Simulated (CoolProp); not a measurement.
Vapour-liquid equilibrium of carbon dioxide (1) + R143a (2) at 241.8 K; x and y are mole fractions of (1).

The numbers come from the multi-fluid Helmholtz-energy mixture model, Span 1996 and Lemmon and Jacobsen 2000; pair parameters Bell 2016 in CoolProp.

Give the bubble pressure and the first vapour's composition at x = 0.35, 0.45, 0.85. Is there an azeotrope?

x = 0.35: 0.6298 MPa, y = 0.770; x = 0.45: 0.7586 MPa, y = 0.832; x = 0.85: 1.198 MPa, y = 0.960. No azeotrope shows between x = 0.05 and 0.95.

Pair parameters are fitted to limited data, so mixtures are less certain than the pure fluids. The gap from Raoult's law changes sign with composition, which may be real or a fault of the pair parameters; it wasn't checked against measurements.
